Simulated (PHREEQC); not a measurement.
A solution holds 0.46 mol NiSO4, 0.19 mol KCl and 0.033 mol NiCl2 per kg of water, at 25 °C. Closed to the air; pH follows from the charge balance.

The numbers come from PHREEQC with the ion-association model, wateq4f.dat.

| quantity | before | after |
|---|---|---|
| pH | 5.83 | 5.85 |
| ionic strength (mol/kgw) | 0.905 | 0.764 |
| NiSO4 (mol/kgw) | 0.271 | 0.290 |
| Cl- (mol/kgw) | 0.212 | 0.0736 |
| SI of Ni(OH)2 (Ni(OH)2) | -0.33 | -0.32 |
| SI of Morenosite (NiSO4:7H2O) | -0.46 | -0.43 |

**Question.** Which change was made?
(A) 0.01 mol/kgw ZnSO4 added
(B) temperature from 25 to 20 °C
(C) KCl from 0.19 to 0.019 mol/kgw
(D) NiSO4 from 0.46 to 0.23 mol/kgw
(E) diluted 2-fold with water

**Answer.** C, KCl from 0.19 to 0.019 mol/kgw

This is a speciation only: nothing precipitates in the calculation. The ionic strength passes 0.7 mol/kgw, the rough limit of the ion-association models, in every such run.
